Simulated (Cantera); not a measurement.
What does this Cantera script print?

```python
import numpy as np
import cantera as ct

gas = ct.Solution("SiF4_NH3_mec.yaml", "gas")
gas.TPX = 2100, 1333, {'NH3': 1, 'H2': 5.9}
reactor = ct.IdealGasConstPressureReactor(gas, energy="off", clone=False)
net = ct.ReactorNet([reactor])
net.rtol, net.atol = 1e-08, 1e-18
show = ['NH3', 'H2', 'H', 'N', 'NH']
times = np.geomspace(6e-06, 3, 9)

steps = ct.SolutionArray(gas, extra=["t"])
rows = []
print(f"{'t/s':>10s}{'T/K':>9s}{'P/Pa':>11s}" + "".join(f"{s:>11s}" for s in show))
for t in times:
    while net.time < t:
        t_next = net.step()
        steps.append(gas.state, t=t_next)
    rows.append([np.interp(t, steps.t, y) for y in (steps.T, steps.P, *steps(*show).X.T)])
    print(f"{t:10.3e}{rows[-1][0]:9.1f}{rows[-1][1]:11.4g}" + "".join(f"{x:11.3e}" for x in rows[-1][2:]))
rate = np.gradient(steps.T, steps.t)
print("integrator steps:", len(steps.t))
if steps.T.max() > steps.T[0] + 200:
    print(f"time of steepest temperature rise: {steps.t[rate.argmax()]:.4e} s")
gas.TPX = 2100, 1333, {'NH3': 1, 'H2': 5.9}
gas.equilibrate("TP")
print(f"equilibrium (TP): T = {gas.T:.1f} K  " + "  ".join(f"{s} {gas[s].X[0]:.3e}" for s in show))
```

Result:

```
       t/s      T/K       P/Pa        NH3         H2          H          N         NH
 6.000e-06   2100.0       1333  1.449e-01  8.551e-01  4.200e-07  2.120e-18  5.787e-13
 3.094e-05   2100.0       1333  1.449e-01  8.551e-01  2.393e-06  4.068e-15  4.965e-11
 1.595e-04   2100.0       1333  1.449e-01  8.551e-01  1.277e-05  2.202e-12  2.377e-09
 8.227e-04   2100.0       1333  1.449e-01  8.550e-01  6.619e-05  4.177e-10  7.258e-08
 4.243e-03   2100.0       1333  1.447e-01  8.548e-01  3.385e-04  5.835e-08  1.930e-06
 2.188e-02   2100.0       1333  1.426e-01  8.549e-01  1.193e-03  2.406e-06  2.304e-05
 1.128e-01   2100.0       1333  1.257e-01  8.643e-01  1.330e-03  2.845e-06  2.468e-05
 5.818e-01   2100.0       1333  6.746e-02  8.969e-01  1.676e-03  2.816e-06  1.983e-05
 3.000e+00   2100.0       1333  2.114e-03  9.298e-01  5.901e-03  3.607e-06  7.324e-06
integrator steps: 816
equilibrium (TP): T = 2100.0 K  NH3 4.964e-08  H2 9.116e-01  H 2.594e-02  N 7.690e-09  NH 3.474e-09
```

Cantera simulation using the gas-phase N/H chemistry of the illustrative SiF4/NH3 mechanism in the Surface Chemkin manual (1991); the numbers are that mechanism's predictions, not measurements. Walls and surfaces, which speed up NH3 decomposition in real reactors, are not modelled.
